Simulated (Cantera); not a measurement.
Input: 1 mol SiF4, 5.6 mol NO, 17 mol H2, held at 1000 Pa.

Cantera equilibrium calculation (NASA polynomials, part measured and part estimated; ideal gas, pure solids and liquids). Candidate condensed phases: H2O, Si, SiO2, Si2N2O, Si3N4; 58 gas species. The tables hold silica as quartz up to 1696 K and as liquid above; real silica turns to tridymite and cristobalite and melts near 1996 K. Kinetics and transport are ignored.

log p: log10 of the partial pressure in bar; n: condensed amount in mol.

| T (K) | log p H2 | log p HF | log p H2O | log p N2 | log p H | n SiO2(β-quartz) | n SiO2(condensed) |
|---|---|---|---|---|---|---|---|
| 1100 | -2.28 | -2.74 | -2.78 | -2.89 | … | 0.988 | 0 |
| 1200 | -2.28 | -2.74 | -2.78 | -2.89 | … | 0.995 | 0 |
| 1300 | -2.28 | -2.74 | -2.78 | -2.89 | … | 0.998 | 0 |
| 1400 | -2.28 | -2.74 | -2.78 | -2.89 | … | 0.999 | 0 |
| 1500 | -2.28 | -2.74 | -2.78 | -2.89 | … | 0.999 | 0 |
| 1600 | -2.28 | -2.74 | -2.78 | -2.89 | … | 1.000 | 0 |
| 1700 | -2.28 | -2.74 | -2.78 | -2.89 | … | 0 | 0.998 |

Some entries are withheld; supply them.


- 1100, log p H: -8.73
- 1200, log p H: -7.85
- 1300, log p H: -7.10
- 1400, log p H: -6.45
- 1500, log p H: -5.90
- 1600, log p H: -5.41
- 1700, log p H: -4.97
